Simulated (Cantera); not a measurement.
**Transport properties of process gases**

Gas mixture: O₂ : N₂O = 0.11 : 0.34 (molar parts), at 1.00 bar, frozen composition.

Cantera's kinetic-theory transport with the Lennard-Jones parameters of GRI-Mech 3.0, ideal gas; thermal conductivity in the multicomponent form. The composition is frozen, though it would react at the higher temperatures.

```json
[
 {"T (K)": "400", "ρ (kg/m³)": "1.24", "cp (J/kg/K)": "964.8", "μ (µPa s)": "20.6", "λ (mW/m/K)": "27.0", "Pr": "0.737", "D (cm²/s) N₂": "0.284", "D (cm²/s) NH₃": "0.306", "D (cm²/s) H₂O": "0.317"},
 {"T (K)": "650", "ρ (kg/m³)": "0.760", "cp (J/kg/K)": "1106", "μ (µPa s)": "30.4", "λ (mW/m/K)": "45.6", "Pr": "0.738", "D (cm²/s) N₂": "0.661", "D (cm²/s) NH₃": "0.765", "D (cm²/s) H₂O": "0.801"},
 {"T (K)": "900", "ρ (kg/m³)": "0.549", "cp (J/kg/K)": "1197", "μ (µPa s)": "38.6", "λ (mW/m/K)": "62.7", "Pr": "0.737", "D (cm²/s) N₂": "1.15", "D (cm²/s) NH₃": "1.38", "D (cm²/s) H₂O": "1.45"},
 {"T (K)": "1150", "ρ (kg/m³)": "0.430", "cp (J/kg/K)": "1251", "μ (µPa s)": "45.8", "λ (mW/m/K)": "77.9", "Pr": "0.736", "D (cm²/s) N₂": "1.74", "D (cm²/s) NH₃": "2.12", "D (cm²/s) H₂O": "2.24"},
 {"T (K)": "1400", "ρ (kg/m³)": "0.353", "cp (J/kg/K)": "1290", "μ (µPa s)": "52.4", "λ (mW/m/K)": "92.0", "Pr": "0.734", "D (cm²/s) N₂": "2.41", "D (cm²/s) NH₃": "2.98", "D (cm²/s) H₂O": "3.16"},
 {"T (K)": "1650", "ρ (kg/m³)": "0.299", "cp (J/kg/K)": "1320", "μ (µPa s)": "58.4", "λ (mW/m/K)": "105", "Pr": "0.733", "D (cm²/s) N₂": "3.17", "D (cm²/s) NH₃": "3.95", "D (cm²/s) H₂O": "4.19"},
 {"T (K)": "1900", "ρ (kg/m³)": "0.260", "cp (J/kg/K)": "1344", "μ (µPa s)": "64.1", "λ (mW/m/K)": "118", "Pr": "0.732", "D (cm²/s) N₂": "4.01", "D (cm²/s) NH₃": "5.01", "D (cm²/s) H₂O": "5.32"},
 {"T (K)": "2150", "ρ (kg/m³)": "0.230", "cp (J/kg/K)": "1362", "μ (µPa s)": "69.5", "λ (mW/m/K)": "129", "Pr": "0.731", "D (cm²/s) N₂": "4.92", "D (cm²/s) NH₃": "6.18", "D (cm²/s) H₂O": "6.56"}
]
```
D: mixture-averaged diffusion coefficient of that species in the mixture.
